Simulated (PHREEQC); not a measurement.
Make-up at 70 °C: 0.14 mol HF per kg of water. Closed to the air; pH follows from the charge balance.

The numbers come from PHREEQC with the ion-association model, wateq4f.dat.

This is a speciation only: nothing precipitates in the calculation.

What pH does the model give?

pH 2.15.

In which forms is F present?

HF 84 %, H2F2 8.9 %, HF2- 3.7 %, F- 3.6 % of the F.

Species that the database lacks are ignored. wateq4f.dat counts part of the HF as a dimer, H2F2, which phreeqc.dat doesn't know; its constant is uncertain. Constants without temperature data keep their 25 °C values here.
